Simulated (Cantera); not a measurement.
Feed: 1 mol Al, 0.017 mol HCl, 0.061 mol H₂, equilibrated at 100000 Pa.

These are equilibrium values from Cantera (NASA tables, ideal gas, pure condensed phases), not measurements of a reactor. Candidate condensed phases: Al, AlCl₃; 12 gas species. The tables' values for AlCl₂ are old estimates; treat these amounts as uncertain. Kinetics and transport are ignored. All values below are at 1425 K.

Base state: H₂ 0.839, AlCl 0.132, AlCl₃ 0.0151, AlCl₂ 0.0138, HCl 0.000918 (mole fractions); condensed: Al(l).

What changes in the equilibrium state with this change: pressure from 100000 Pa to 210000 Pa?


| species | before | after |
|---|---|---|
| H₂ | 0.839 | 0.859 |
| AlCl | 0.132 | 0.0972 |
| AlCl₃ | 0.0151 | 0.0268 |
| AlCl₂ | 0.0138 | 0.0158 |
| HCl | 0.000918 | 0.000995 |
| Al(l), mol | 0.987 | 0.989 |

What changes in the equilibrium state with this change: Al replaced by Fe?


```tsv
species	before	after
H₂	0.839	0.806
HCl	0.000918	0.171
FeCl₂	0	0.0235
AlCl	0.132	0
AlCl₃	0.0151	0
AlCl₂	0.0138	0
Fe₂Cl₄	0	3.94e-5
Al(l), mol	0.987	0
Fe(γ), mol	0	0.998
```
Further candidate phases: Fe, FeCl₂, FeCl₃.
